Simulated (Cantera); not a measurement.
Cantera run:

```python
import numpy as np
import cantera as ct

gas_names = """
    CL CLF CLF3 CL2 F F2 H HCL HF H2 H2F2 H3F3 H4F4 H5F5 H6F6 H7F7 Si SiCL SiCL2 SiCL3 SiCL4 SiF SiF2
    SiF3 SiF4 SiH SiHCL3 SiHF3 SiH2 SiH2CL2 SiH2F2 SiH3 SiH3CL SiH3F SiH4 Si2 Si3
""".split()
cond_names = """
    Si(cr) Si(L)
""".split()


def load(file, names, dense=False):
    # The tables refer to 1 bar. Condensed volumes are neglected.
    table = {s.name: s for s in ct.Species.list_from_file(file)}
    out = []
    for n in names:
        d = dict(table[n].input_data)
        d["thermo"] = dict(d["thermo"], **{"reference-pressure": 1e5})
        if dense:
            d["equation-of-state"] = {"model": "constant-volume", "density": "1e6 g/cm^3"}
        out.append(ct.Species.from_dict(d))
    return out


gas = ct.Solution(thermo="ideal-gas", species=load("nasa_gas.yaml", gas_names))
cond = {s.name: ct.Solution(thermo="fixed-stoichiometry", species=[s], name=s.name)
        for s in load("nasa_condensed.yaml", cond_names, dense=True)}
atoms = {
    'Si': {'Si': 1},
    'HCl': {'H': 1, 'CL': 1},
    'F2': {'F': 2},
}
top_T = {}  # K; cautious upper limits of use, not melting points


def equilibrate(T, P, feed):
    n = {}
    for name, mol in feed.items():
        for a, k in atoms[name].items():
            n[a] = n.get(a, 0.0) + k * mol
    gas.TPX = T, P, n
    mass = sum(n.values()) * gas.mean_molecular_weight
    gas.equilibrate("TP")
    valid = [c for c in cond.values() if c.min_temp <= T <= top_T.get(c.name, c.max_temp)]
    mix = ct.Mixture([(gas, mass / gas.mean_molecular_weight)] + [(c, 0.0) for c in valid])
    mix.T, mix.P = T, P
    mix.equilibrate("TP", solver="vcs", rtol=1e-11, max_steps=5000)
    return mix


results = []
feed = {'Si': 1, 'HCl': 17, 'F2': 0.73}  # mol
T = 525  # K
P = 13000  # Pa
mix = equilibrate(T, P, feed)
results.append((T, P, feed, dict(zip(mix.species_names, mix.species_moles))))
x = sorted(zip(gas.X, gas.species_names), reverse=True)
print(f"T = {T:g} K  P = {P:g} Pa  gas = {mix.phase_moles(0):.4g} mol")
print("   x: " + "  ".join(f"{s} {v:.3e}" for v, s in x if v > 1e-06))
print("   condensed (mol): " + ("  ".join(f"{mix.phase(i).name} {mix.phase_moles(i):.4g}"
      for i in range(1, mix.n_phases) if mix.phase_moles(i) > 1e-12) or "none"))
```

It prints:

```
T = 525 K  P = 13000 Pa  gas = 16.73 mol
   x: HCL 8.643e-01  H2 7.591e-02  SiCL4 3.796e-02  SiF4 2.182e-02  HF 1.242e-06
   condensed (mol): none
```

Method: chemical equilibrium by Gibbs-energy minimisation in Cantera with the NASA 1993 tables (ideal gas, pure condensed phases).
